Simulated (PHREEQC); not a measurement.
PHREEQC input (ion-association model, phreeqc.dat):

```
SOLUTION 1
  temp 25
  units mol/kgw
  pH 7 charge
  Cl 0.12
  K 0.12
END
SELECTED_OUTPUT 1
  -reset false
  -pH true
  -pe true
  -ionic_strength true
  -water true
  -totals Cl K Oxg
  -molalities H+ K+ Cl- OH-
  -saturation_indices Sylvite
USER_PUNCH 1
  -headings p_Oxg(g) phi_Oxg(g) p_H2O(g) phi_H2O(g) density
  10 PUNCH PR_P("Oxg(g)"), PR_PHI("Oxg(g)"), PR_P("H2O(g)"), PR_PHI("H2O(g)"), RHO
PRINT
  -reset false
USE solution 1
REACTION_TEMPERATURE 1
  20
GAS_PHASE 1
  -fixed_pressure
  -pressure 200
  -temperature 20
  -volume 20
  Oxg(g) 200
  H2O(g) 0
END
# ... the last block is repeated for the other 7 points of T (°C)
```

Selected output (columns that matter, 8 of 8 rows; T (°C) added in front):

```
T (°C)	pH	mu	Cl	K	Oxg	m_H+	m_K+	m_Cl-	si_Sylvite	p_Oxg(g)	phi_Oxg(g)	p_H2O(g)	phi_H2O(g)	density
20	7.0272	0.12025	0.12025	0.12025	0.18443	1.1446e-07	0.12025	0.12025	-2.9918	199.87	0.86759	0.12707	0.21059	1.0132
30	6.8621	0.12037	0.12037	0.12037	0.15979	1.6791e-07	0.12037	0.12037	-3.0419	199.8	0.88584	0.19752	0.24375	1.0101
40	6.7124	0.12054	0.12054	0.12054	0.1428	2.3775e-07	0.12054	0.12054	-3.0898	199.7	0.90215	0.30009	0.27692	1.0064
50	6.5767	0.12077	0.12077	0.12077	0.13109	3.2617e-07	0.12077	0.12077	-3.1355	199.55	0.91674	0.44605	0.30968	1.0021
60	6.4533	0.12108	0.12107	0.12107	0.1232	4.3498e-07	0.12107	0.12107	-3.1789	199.35	0.92982	0.6494	0.34168	0.99725
70	6.3412	0.12148	0.12148	0.12148	0.11818	5.6546e-07	0.12148	0.12148	-3.22	199.07	0.94156	0.92712	0.37264	0.99192
80	6.2393	0.12202	0.12202	0.12202	0.11543	7.1829e-07	0.12202	0.12202	-3.2589	198.7	0.95212	1.2994	0.4023	0.98613
90	6.1466	0.1227	0.1227	0.1227	0.11455	8.9342e-07	0.1227	0.1227	-3.2956	198.21	0.96163	1.79	0.43049	0.97991
```

Constants without temperature data keep their 25 °C values here.
